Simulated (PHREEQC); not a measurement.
Dissolve 0.00035 mol CaSO4, 0.00031 mol CO2 and 0.0017 mol NaCl per kg of water at 20 °C. Closed to the air; pH follows from the charge balance.

Equilibrium calculation in PHREEQC: ion-association model, phreeqc.dat.

Problem. The ionic strength comes out as 0.00306 mol/kgw. What activity coefficients do H+, SO4-2, Cl-, HCO3-, NaSO4- get?

Solution. H+ 0.95, SO4-2 0.79, Cl- 0.94, HCO3- 0.94, NaSO4- 0.94.

No solid was allowed to form.
